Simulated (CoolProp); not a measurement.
Vapour-liquid equilibrium of R141b (1) + n-pentane (2) at 0.0922 MPa; x and y are mole fractions of (1).

Model: multi-fluid Helmholtz-energy mixture model, Lemmon 2006 and Thol 2019; pair parameters Bell 2016, in CoolProp.

| x | bubble temperature (°C) | y at the bubble point | dew temperature at overall composition x (°C) | liquid density (mol/L) |
|---|---|---|---|---|
| 0.05 | 32.2 | 0.083 | 32.7 | 8.580 |
| 0.2 | 30.0 | 0.269 | 30.8 | 8.841 |
| 0.35 | 28.8 | 0.406 | 29.3 | 9.111 |
| 0.5 | 28.2 | 0.527 | 28.3 | 9.397 |
| 0.65 | 28.1 | 0.647 | 28.1 | 9.700 |
| 0.8 | 28.3 | 0.781 | 28.4 | 10.02 |
| 0.95 | 29.0 | 0.939 | 29.1 | 10.36 |

y crosses x between x = 0.5 and 0.65: the model has an azeotrope there.

Pair parameters are fitted to limited data, so mixtures are less certain than the pure fluids.
